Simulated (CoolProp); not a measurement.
A closed Brayton cycle with dry air: compressor inlet 329.15 K and 1.6 MPa, high pressure 3.62 MPa, turbine inlet 700 K, compressor efficiency 0.85, turbine efficiency 0.85, recuperator effectiveness 0.9 (on enthalpy, no pinch check). Each further row changes one setting.

The numbers come from the reference Helmholtz-energy equation of state, Lemmon 2000 in CoolProp. It is a pseudo-pure fit of the blend.

```
case                           thermal efficiency (%)  net work (kJ/kg)  compressor to turbine work  compressor exit (K)  turbine exit (K)
-----------------------------  ----------------------  ----------------  --------------------------  -------------------  ----------------
as stated                                        16.5              23.6                        0.81                430.8             581.7
turbine inlet 650 K                              11.1               ___                        0.88                430.8               ___
compressor inlet 339.15 K                        14.4              20.4                        0.84                  ___             581.7
high pressure 3.08 MPa                            ___               ___                        0.78                408.9             603.4
recuperator effectiveness 0.5                    11.5              23.6                        0.81                430.8             581.7
```

Task: Some entries are withheld; supply them.

Result: 
- turbine inlet 650 K, net work (kJ/kg): 14.5
- turbine inlet 650 K, turbine exit (K): 539.1
- compressor inlet 339.15 K, compressor exit (K): 443.7
- high pressure 3.08 MPa, thermal efficiency (%): 18.5
- high pressure 3.08 MPa, net work (kJ/kg): 23.1
